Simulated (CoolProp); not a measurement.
A simple Rankine cycle with trans-2-butene: condensing at 312.15 K, boiler at 3.34 MPa, turbine inlet 422.4 K, turbine efficiency 0.6, pump efficiency 0.8, no recuperator. Each further row changes one setting.

Computed with CoolProp (reference Helmholtz-energy equation of state, Lemmon 2005). It is a short technical equation, of lower accuracy than the large ones.

| case | thermal efficiency (%) | net work (kJ/kg) | heat in (kJ/kg) | turbine exit temperature (K) | volume ratio over the turbine |
|---|---|---|---|---|---|
| as stated | 10.6 | 50.0 | 473 | 343.7 | 13.0 |
| turbine inlet 442.4 K | 10.9 | 58.7 | 539 | 374.4 | 11.3 |
| condensing temperature 304.15 K | 11.4 | 56.1 | 492 | 338.8 | 16.4 |
| boiler pressure 2.34 MPa | 9.7 | 50.8 | 522 | 369.4 | 7.37 |
| turbine efficiency 0.5 | 8.6 | 40.6 | 473 | 348.8 | 13.2 |
